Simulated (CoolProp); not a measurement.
Vapour-liquid equilibrium of R13 (1) + propylene (2) at -54.95 °C; x and y are mole fractions of (1).

The numbers come from the multi-fluid Helmholtz-energy mixture model, Platzer 1990 and Lemmon 2013; pair parameters Bell 2016 in CoolProp. This equation is an older, rougher fit; its heat capacities, sound speeds and derivatives of the liquid may be far off and weren't checked against measurements.

```
x     bubble pressure (MPa)  y at the bubble point  dew pressure at overall composition x (MPa)  liquid density (mol/L)
----  ---------------------  ---------------------  -------------------------------------------  ----------------------
0.05                 0.1009                  0.316                                      0.07514                   14.64
0.2                  0.1689                  0.637                                      0.08783                   14.44
0.35                 0.2161                  0.750                                       0.1055                   14.24
0.5                  0.2512                  0.815                                       0.1317                   14.05
0.65                 0.2804                  0.866                                       0.1734                   13.86
0.8                  0.3078                  0.916                                       0.2425                   13.70
0.95                 0.3355                  0.976                                       0.3244                   13.57
```

No azeotrope shows between x = 0.05 and 0.95.

Pair parameters are fitted to limited data, so mixtures are less certain than the pure fluids.
